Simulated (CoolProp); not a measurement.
Vapour pressure (MPa) of propyne: the reference equation beside estimates from Tc = 129.6 °C, pc = 5.658 MPa, ω = 0.204. Clausius-Clapeyron is anchored at 73.25 °C with a constant enthalpy of vaporisation of 15.03 kJ/mol.

Model: reference Helmholtz-energy equation of state, Polt 1992, in CoolProp. This equation is an older, rougher fit; its heat capacities, sound speeds and derivatives of the liquid may be far off and weren't checked against measurements.

```tsv
T (°C)	reference	Lee-Kesler	Clausius-Clapeyron	Redlich-Kwong	Peng-Robinson
23.75	0.5617	0.5677	0.8145	0.7552	0.5635
36.15	0.7945	0.8071	1.040	1.034	0.8006
48.55	1.095	1.114	1.302	1.377	1.106
60.85	1.472	1.494	1.601	1.789	1.488
73.25	1.944	1.967	1.944	2.281	1.964
85.65	2.521	2.541	2.328	2.858	2.545
98.05	3.219	3.232	2.754	3.524	3.244
110.45	4.053	4.059	3.224	4.285	4.077
122.85	5.043	5.046	3.736	5.148	5.059
```

Absolute difference from the reference over all 9 rows, mean and median: Lee-Kesler 0.9 and 1.1 %, Clausius-Clapeyron 19.1 and 18.9 %, Redlich-Kwong 17.8 and 17.3 %, Peng-Robinson 0.8 and 0.8 %.
